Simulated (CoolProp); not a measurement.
Model: reference Helmholtz-energy equation of state, Thol 2012, in CoolProp.

Question: For benzene, give the phase and the Z, cp (kJ/(kg K)), cv (kJ/(kg K)), expansivity (1/kK) at 58.55 °C and 33.7 bar; 99.05 °C and 33.7 bar.

Answer: 
- 58.55 °C and 33.7 bar: liquid; Z 0.114, cp 1.83, cv 1.31, expansivity 1.27
- 99.05 °C and 33.7 bar: liquid; Z 0.107, cp 1.96, cv 1.43, expansivity 1.42
